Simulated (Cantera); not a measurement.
Cantera run:

```python
import numpy as np
import cantera as ct

gas_names = """
    SO2 O2 S2 O3 O N2O N SO3
""".split()
cond_names = """

""".split()


def load(file, names, dense=False):
    # The tables refer to 1 bar. Condensed volumes are neglected.
    table = {s.name: s for s in ct.Species.list_from_file(file)}
    out = []
    for n in names:
        d = dict(table[n].input_data)
        d["thermo"] = dict(d["thermo"], **{"reference-pressure": 1e5})
        if dense:
            d["equation-of-state"] = {"model": "constant-volume", "density": "1e6 g/cm^3"}
        out.append(ct.Species.from_dict(d))
    return out


species = {s.name: s for s in load("nasa_gas.yaml", gas_names) + load("nasa_condensed.yaml", cond_names)}
# Each term lists the table entries of one substance; the one whose range holds T is used.
reactions = {
    '2 SO2(g) = 2 O2(g) + S2(g)':
        [(-2, ['SO2']), (2, ['O2']), (1, ['S2'])],
    'O3(g) = 3 O(g)':
        [(-1, ['O3']), (3, ['O'])],
    'S2(g) + 6 N2O(g) = 12 N(g) + 2 SO3(g)':
        [(-1, ['S2']), (-6, ['N2O']), (12, ['N']), (2, ['SO3'])],
}


def pick(names, T):
    return next(species[n] for n in names if species[n].thermo.min_temp <= T <= species[n].thermo.max_temp)


results = []
for label, terms in reactions.items():
    print(label)
    print("     T/K   dH/kJ  dS/(J/K)   dG/kJ   log10 K")
    for T in [2798, 2823, 2848, 2873, 2898, 2923]:
        used = [(nu, pick(names, T)) for nu, names in terms]
        dH = sum(nu * s.thermo.h(T) for nu, s in used) / 1e6
        dS = sum(nu * s.thermo.s(T) for nu, s in used) / 1e3
        dG = dH - T * dS / 1e3
        logK = -dG * 1e6 / (ct.gas_constant * T * np.log(10))
        results.append((label, T, dH, dS, dG, logK, [s.name for _, s in used]))
        print(f"{T:8g} {dH:8.1f} {dS:8.1f} {dG:8.1f} {logK:8.2f}")
```

It prints:

```
2 SO2(g) = 2 O2(g) + S2(g)
     T/K   dH/kJ  dS/(J/K)   dG/kJ   log10 K
    2798    722.2    145.3    315.6    -5.89
    2823    722.2    145.3    312.0    -5.77
    2848    722.3    145.4    308.3    -5.65
    2873    722.4    145.4    304.7    -5.54
    2898    722.4    145.4    301.1    -5.43
    2923    722.5    145.4    297.4    -5.31
O3(g) = 3 O(g)
     T/K   dH/kJ  dS/(J/K)   dG/kJ   log10 K
    2798    605.6    260.1   -122.3     2.28
    2823    605.0    259.9   -128.8     2.38
    2848    604.4    259.7   -135.3     2.48
    2873    603.7    259.5   -141.8     2.58
    2898    603.1    259.3   -148.3     2.67
    2923    602.5    259.1   -154.7     2.77
S2(g) + 6 N2O(g) = 12 N(g) + 2 SO3(g)
     T/K   dH/kJ  dS/(J/K)   dG/kJ   log10 K
    2798   4317.5    890.9   1824.8   -34.07
    2823   4317.4    890.9   1802.5   -33.35
    2848   4317.3    890.8   1780.3   -32.65
    2873   4317.2    890.8   1758.0   -31.96
    2898   4317.1    890.7   1735.7   -31.28
    2923   4317.0    890.7   1713.4   -30.62
```

Cantera with NASA thermochemical tables; ideal gases at 1 bar, condensed phases pure. Condensed species are held in their standard states even where they would react or evaporate.
